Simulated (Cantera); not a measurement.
A closed system holds: 1 mol HF, 0.013 mol SO₂, 2.9 mol H₂, held at 0.133 bar.

Equilibrium computed with Cantera from the NASA thermochemical tables; the gas is ideal and each condensed phase is pure. Candidate condensed phases: H₂O, H₂SO₄, S; 43 gas species. Equilibrium is a limit: real reactors are often held back by kinetics, nucleation or transport.

Question: At 3098 K, list the 7 most abundant gas species with their mole fractions, and the condensed phases.

Answer: H₂ 0.413, H 0.372, HF 0.206, H₂O 0.00356, S 0.00210, F 0.00137, OH 0.00115. Condensed: gas only.
